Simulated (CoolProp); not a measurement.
Model: reference Helmholtz-energy equation of state, Gao 2020, in CoolProp.

**Question.** Give the vapour pressure (bar), vapour density (kg/m³), enthalpy of vaporisation (kJ/kg), vapour viscosity (µPa s) of saturated ammonia at 317.1, 363.8, 375.5 K.

**Answer.** 
```json
[
 {"T (K)": "317.1", "p (bar)": "17.3", "vapour density (kg/m³)": "13.4", "enthalpy of vaporisation (kJ/kg)": "1080", "vapour viscosity (µPa s)": "10.5"},
 {"T (K)": "363.8", "p (bar)": "51.9", "vapour density (kg/m³)": "44.2", "enthalpy of vaporisation (kJ/kg)": "796", "vapour viscosity (µPa s)": "12.6"},
 {"T (K)": "375.5", "p (bar)": "65.5", "vapour density (kg/m³)": "59.7", "enthalpy of vaporisation (kJ/kg)": "694", "vapour viscosity (µPa s)": "13.5"}
]
```

Viscosity comes from a separate model (Fenghour 1995).
